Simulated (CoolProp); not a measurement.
Vapour-liquid equilibrium of hydrogen sulfide (1) + isobutane (2) at 32.45 °C; x and y are mole fractions of (1).

Model: multi-fluid Helmholtz-energy mixture model, Lemmon 2006 and Bücker 2006; pair parameters Kunz 2012, in CoolProp.

Give the bubble pressure and the first vapour's composition at x = 0.425, 0.5, 0.875. Is there an azeotrope?

x = 0.425: 1476 kPa, y = 0.773; x = 0.5: 1614 kPa, y = 0.807; x = 0.875: 2210 kPa, y = 0.944. No azeotrope shows between x = 0.05 and 0.95.

The pair parameters rest on a limited set of measurements; away from them the model extrapolates.
